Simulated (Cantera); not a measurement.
Input: 1 mol SiH4, 3.9 mol N2, 2.9 mol H2, equilibrated at 810 Pa.

These are equilibrium values from Cantera (NASA tables, ideal gas, pure condensed phases), not measurements of a reactor. Candidate condensed phases: Si, Si3N4; 18 gas species. N2 is the only nitrogen source here; it is nearly inert below about 1500 K, so the nitride shown seldom forms there in practice. The tables' values for SiN are old estimates; treat these amounts as uncertain. Gases not in the tables: Si2H6 and higher silanes. Rates play no part.

x: gas mole fraction; n: condensed amount in mol.

```
T (K)   x H2   x N2       x H      x Si     x SiH    x Si2N     x SiN  n Si3N4(s)  n Si(l)
-----  -----  -----  --------  --------  --------  --------  --------  ----------  -------
798    0.602  0.398  2.30e-11    <1e-12    <1e-12    <1e-12    <1e-12       0.333        0
948    0.602  0.398   4.52e-9    <1e-12    <1e-12    <1e-12    <1e-12       0.333        0
1098   0.602  0.398   2.13e-7    <1e-12    <1e-12    <1e-12    <1e-12       0.333        0
1248   0.602  0.398   4.03e-6  1.06e-12    <1e-12    <1e-12    <1e-12       0.333        0
1398   0.602  0.398   4.08e-5         …  4.83e-10  2.99e-12  1.59e-10       0.333        0
1548   0.602  0.397  0.000266         …   8.02e-8   4.55e-9   2.59e-8       0.333        0
1698   0.601  0.397   0.00125         …   5.31e-6   1.84e-6   1.69e-6       0.333        0
1848   0.553  0.442   0.00438         …   5.17e-5   2.73e-5   1.79e-5           0    0.992
1998   0.543  0.438    0.0131         …  0.000237  0.000108   8.18e-5           0    0.947
```

Task: Complete the blanks.

Result: 
- 1398, x Si: 1.37e-9
- 1548, x Si: 4.34e-7
- 1698, x Si: 4.88e-5
- 1848, x Si: 0.000774
- 1998, x Si: 0.00525
